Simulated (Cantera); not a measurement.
## CaF2 + H2O + H2 (halide evaporation, hydrolysis and transport)

Feed: 1 mol CaF2, 0.1 mol H2O, 57 mol H2, equilibrated at 1973.15 K and 2.40 mbar.

Cantera equilibrium calculation (NASA polynomials, part measured and part estimated; ideal gas, pure solids and liquids). Candidate condensed phases: Ca, CaF2, CaO, Ca(OH)2, H2O; 29 gas species. Kinetics and transport are ignored.

```json
{
  "x(H2)": "0.938",
  "x(H)": "0.0267",
  "x(HF)": "0.0163",
  "x(CaF2)": "0.00645",
  "x(Ca)": "0.00592",
  "x(CaF)": "0.00446",
  "x(H2O)": "0.00166",
  "x(CaOH)": "1.98e-5",
  "x(OH)": "4.49e-6",
  "gas_amount": "59.38 mol",
  "log10 activity of CaF2(l) (absent)": "-2.23",
  "log10 activity of Ca(l) (absent)": "-5.28"
}
```
